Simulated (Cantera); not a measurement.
A closed system holds: 1 mol V2O5, a varied amount of H2, held at 1423 K and 7.50 Torr.

Equilibrium computed with Cantera from the NASA thermochemical tables; the gas is ideal and each condensed phase is pure. Candidate condensed phases: H2O, V, VO, V2O3, V2O4, V2O5; 12 gas species. Mutual solubility and eutectic melting of coexisting phases are not modelled. VO: taken at fixed stoichiometry. Condensed phases not in the tables: the oxides between V2O3 and V2O5 other than VO2. Rates play no part.

x: gas mole fraction; n: condensed amount in mol.

| n(H2) (mol) | x H2 | x H2O | x H | x OH | x VO2 | n V2O3(s) | n VO(s) |
|---|---|---|---|---|---|---|---|
| 120 | 0.983 | 0.0167 | 6.59e-5 | 2.42e-8 | 1.05e-8 | 1.000 | 0 |
| 210 | 0.990 | 0.00952 | 6.61e-5 | 1.38e-8 | 7.93e-9 | 1.000 | 0 |
| 310 | 0.993 | [?] | 6.62e-5 | [?] | [?] | 1.000 | 0 |
| 400 | 0.995 | [?] | 6.63e-5 | [?] | [?] | 1.000 | 0 |
| 500 | 0.996 | 0.00400 | 6.63e-5 | 5.78e-9 | 5.13e-9 | 1.000 | 0 |
| 600 | 0.997 | 0.00333 | 6.63e-5 | 4.81e-9 | 4.68e-9 | 1.000 | 0 |
| 690 | 0.997 | 0.00290 | 6.63e-5 | 4.18e-9 | 4.36e-9 | 1.000 | 0 |
| 790 | 0.997 | 0.00253 | 6.63e-5 | 3.65e-9 | 4.08e-9 | 1.000 | 0 |
| 880 | 0.998 | 0.00232 | 6.63e-5 | 3.35e-9 | 3.90e-9 | 0.960 | 0.0804 |

Task: Complete the blanks.

Result: 
- 400, x H2O: 0.00500
- 400, x OH: 7.23e-9
- 400, x VO2: 5.74e-9
- 310, x H2O: 0.00645
- 310, x OH: 9.33e-9
- 310, x VO2: 6.52e-9
